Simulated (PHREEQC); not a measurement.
0.13 g of hydrous ferric oxide (600 m²/g; 0.2 weak and 0.005 strong sites per Fe, Dzombak-Morel constants, diffuse double layer) in 1 kg of water with 0.01 mol/kgw of an inert sodium salt and 1.8e-05 mol/kgw H3BO3 and 0.00086 mol/kgw Na2HAsO4, at 25 °C; the pH is set by adding NaOH or the inert anion's acid. O2 is buffered at 0.21 atm. The system is closed to CO2. Precipitation was switched off in this run.

Computed with PHREEQC (ion-association model, wateq4f.dat).

```tsv
pH	B sorbed (%)	As sorbed (%)	surface charge σ (C/m²)	surface potential ψ (mV)
4	0.0	33.7	0.004	15
4.67	0.0	33.5	-0.001	-6
5.33	0.0	32.8	-0.007	-28
6	0.0	31.4	-0.015	-50
6.67	0.0	28.7	-0.023	-69
7.33	0.0	24.3	-0.030	-81
8	0.0	19.5	-0.034	-87
8.67	0.0	13.3	-0.040	-95
9.33	0.0	7.1	-0.054	-109
10	0.0	4.1	-0.077	-126
10.67	0.0	2.5	-0.109	-142
11.33	0.0	1.2	-0.156	-156
12	0.0	0.3	-0.243	-166
```

Species that the database lacks are ignored.
